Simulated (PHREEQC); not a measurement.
1 kg of water holding 0.0044 mol KCl and 0.014 mol MgSO4 is evaporated at 30 °C; the solids stay in contact with the brine. No CO2 enters from the air. Solids allowed: Arcanite, Bischofite, Brucite, Carnallite, Epsomite, Hexahydrite, Kainite, Kieserite, Leonite, Misenite, Schoenite, Sylvite, MgCl2_4H2O. Others were left out.

The series has 28 steps of water left (kg), from 1 to 0.004985.

All values are PHREEQC results (Pitzer model, pitzer.dat), not measurements.

Problem. Which solids form, in which order, and at which step of the series does each first stand?

Solution. Schoenite from water left = 0.004985 kg.

Complexes and solids missing from the database can't appear.
